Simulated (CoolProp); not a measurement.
Propylene at 298.15 K and 14.3 MPa flows at 0.91 m/s in a round tube of 12.7 mm bore and 15 µm roughness, fully developed (64/Re and Nu = 3.66 if laminar; Colebrook and Gnielinski if turbulent). Each further row changes one setting.

Values from CoolProp's reference Helmholtz-energy equation of state, Lemmon 2013.

```json
[
 {"case": "as stated", "Reynolds number": "54200", "Darcy friction factor": "___", "pressure drop (Pa/m)": "427", "heat-transfer coefficient (W/(m² K))": "2350", "mass flow (kg/h)": "___"},
 {"case": "velocity 1.82 m/s", "Reynolds number": "108000", "Darcy friction factor": "___", "pressure drop (Pa/m)": "1590", "heat-transfer coefficient (W/(m² K))": "4470", "mass flow (kg/h)": "448"},
 {"case": "diameter 25.4 mm", "Reynolds number": "108000", "Darcy friction factor": "0.0205", "pressure drop (Pa/m)": "___", "heat-transfer coefficient (W/(m² K))": "2060", "mass flow (kg/h)": "___"}
]
```

Question: What belongs in the gaps?

Answer: 
- as stated, Darcy friction factor: 0.0243
- as stated, mass flow (kg/h): 224
- velocity 1.82 m/s, Darcy friction factor: 0.0226
- diameter 25.4 mm, pressure drop (Pa/m): 180
- diameter 25.4 mm, mass flow (kg/h): 895

Viscosity comes from a separate model (Huber 2003), an estimate that may be off by 10 % or more. Thermal conductivity comes from a separate model (Huber 2003), an estimate that may be off by 10 % or more.
